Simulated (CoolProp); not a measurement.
Properties of R410A along the isobar 0.235 MPa.

Values from CoolProp's reference Helmholtz-energy equation of state, Lemmon 2003. It is a pseudo-pure fit of the blend.

```
T (°C)  phase  density (kg/m³)  isothermal compressibility (1/MPa)  expansivity (1/kK)  viscosity (µPa s)  Prandtl number  fugacity coefficient
------  -----  ---------------  ----------------------------------  ------------------  -----------------  --------------  --------------------
46.95     gas            6.564                               4.360               3.404               13.9           0.801                0.9768
61.95     gas            6.247                               4.343               3.207               14.6           0.798                0.9804
76.95     gas            5.961                               4.330               3.037               15.2           0.797                0.9832
91.95     gas            5.702                               4.319               2.887               15.9           0.798                0.9856
106.95    gas            5.466                               4.310               2.754               16.5           0.800                0.9875
121.95    gas            5.250                               4.302               2.634               17.1           0.803                0.9892
136.95    gas            5.050                               4.296               2.526               17.8           0.806                0.9906
151.85    gas            4.868                               4.291               2.427               18.4           0.810                0.9917
166.85    gas            4.697                               4.286               2.337               19.0           0.813                0.9928
181.85    gas            4.538                               4.283               2.253               19.6           0.817                0.9936
196.85    gas            4.390                               4.279               2.176               20.1           0.820                0.9944
211.85    gas            4.251                               4.276               2.104               20.7           0.823                0.9951
226.85    gas            4.121                               4.274               2.037               21.3           0.826                0.9957
```

Viscosity comes from a separate model (Geller 2000). Thermal conductivity comes from a separate model (Geller 2001).
